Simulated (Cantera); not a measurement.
Ignition delay

Mixture: H₂ : O₂ : N₂ = 1 : 0.357 : 2 (molar parts), equivalence ratio 1.4, at 1.00 atm, adiabatic and at constant pressure. Ignition delay is the time to a rise of 400 K.

Detailed kinetics in Cantera: the H2/O2 subset of GRI-Mech 3.0, which has no nitrogen chemistry. Where the delays flatten at high temperature, the 400 K rule measures the pace of heat release, not the induction time.

```json
[
 {"T0 (K)": "1048", "delay (ms)": "0.192"},
 {"T0 (K)": "1148", "delay (ms)": "0.0833"},
 {"T0 (K)": "1248", "delay (ms)": "0.0494"},
 {"T0 (K)": "1348", "delay (ms)": "0.0346"},
 {"T0 (K)": "1448", "delay (ms)": "0.0276"},
 {"T0 (K)": "1548", "delay (ms)": "0.0245"}
]
```
